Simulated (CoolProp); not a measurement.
Computed with CoolProp (reference Helmholtz-energy equation of state, Zhou 2012).

For m-xylene, give the phase and the Joule-Thomson coefficient (K/MPa) at 260.45 °C and 101 kPa.


- 260.45 °C and 101 kPa: gas; Joule-Thomson coefficient 11.8
